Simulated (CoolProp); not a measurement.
Saturation properties of chlorine (Tc = 143.7 °C, pc = 7642 kPa, ω = 0.070).

Model: reference Helmholtz-energy equation of state, Thol 2021, in CoolProp.

```csv
T (°C),p (kPa),liquid density (kg/m³),vapour density (kg/m³),enthalpy of vaporisation (kJ/kg),liquid cp (kJ/(kg K))
30.65,901.5,1375,28.71,243.4,1.002
36.15,1038,1357,32.88,238.8,1.013
41.55,1185,1340,37.44,234.2,1.024
47.05,1350,1321,42.57,229.2,1.037
52.45,1528,1303,48.13,224.1,1.051
57.95,1726,1283,54.40,218.7,1.067
63.35,1937,1264,61.18,213.2,1.084
68.85,2171,1243,68.80,207.3,1.105
74.25,2418,1222,77.07,201.2,1.128
79.75,2690,1200,86.37,194.7,1.155
85.15,2978,1178,96.48,187.9,1.186
90.65,3292,1153,107.9,180.6,1.223
96.15,3628,1128,120.7,172.9,1.268
101.55,3981,1102,134.7,164.8,1.323
```

It boils at -34.0 °C under 1 atm.
